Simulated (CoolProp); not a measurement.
Computed with CoolProp (reference Helmholtz-energy equation of state, Lemmon 2006). It is a short technical equation, of lower accuracy than the large ones.

Give the vapour pressure (MPa), vapour density (kg/m³), enthalpy of vaporisation (kJ/kg), liquid cp (kJ/(kg K)) of saturated nitrous oxide at 245.3, 252.2, 259.1 K.


| T (K) | p (MPa) | vapour density (kg/m³) | enthalpy of vaporisation (kJ/kg) | liquid cp (kJ/(kg K)) |
|---|---|---|---|---|
| 245.3 | 1.41 | 36.5 | 291 | 1.92 |
| 252.2 | 1.75 | 45.4 | 278 | 1.98 |
| 259.1 | 2.14 | 56.0 | 265 | 2.05 |
